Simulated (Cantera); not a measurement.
**Equilibrium for boron, boron nitride and boron oxide: B2O3 + H2O + H2**

A closed system holds: 1 mol B2O3, 15 mol H2O, 2.7 mol H2, at 10.0 Torr.

Cantera equilibrium calculation (NASA polynomials, part measured and part estimated; ideal gas, pure solids and liquids). Candidate condensed phases: B, B2O3, B3O3H3, H2O; 23 gas species. Gases not in the tables: H3BO3. Kinetics and transport are ignored.

From 1175 K to 1375 K the condensed part is B2O3(l). From 1475 K to 2375 K nothing is condensed.

| T (K) | x H2O | x H2 | x HBO2 | x H | x OH | x O2 | n B2O3(l) |
|---|---|---|---|---|---|---|---|
| 1175 | 0.842 | 0.152 | 0.00459 | 4.14e-7 | 1.60e-8 | <1e-12 | 0.929 |
| 1275 | 0.830 | 0.151 | 0.0179 | 2.48e-6 | 1.59e-7 | 6.89e-12 | 0.819 |
| 1375 | 0.795 | 0.148 | 0.0556 | 1.14e-5 | 1.10e-6 | 2.02e-10 | 0.478 |
| 1475 | 0.749 | 0.144 | 0.106 | 4.27e-5 | 5.80e-6 | 3.66e-9 | 0 |
| 1575 | 0.749 | 0.144 | 0.106 | 0.000137 | 2.58e-5 | 4.89e-8 | 0 |
| 1675 | 0.749 | 0.144 | 0.105 | 0.000382 | 9.60e-5 | 4.82e-7 | 0 |
| 1775 | 0.749 | 0.144 | 0.105 | 0.000951 | 0.000308 | 3.67e-6 | 0 |
| 1875 | 0.748 | 0.144 | 0.104 | 0.00215 | 0.000874 | 2.26e-5 | 0 |
| 1975 | 0.745 | 0.143 | 0.103 | 0.00448 | 0.00222 | 0.000115 | 0 |
| 2075 | 0.738 | 0.143 | 0.102 | 0.00872 | 0.00514 | 0.000497 | 0 |
| 2175 | 0.723 | 0.144 | 0.0992 | 0.0161 | 0.0108 | 0.00179 | 0 |
| 2275 | 0.692 | 0.150 | 0.0951 | 0.0284 | 0.0205 | 0.00518 | 0 |
| 2375 | 0.639 | 0.161 | 0.0885 | 0.0489 | 0.0347 | 0.0117 | 0 |
x: gas mole fraction; n: condensed amount in mol.
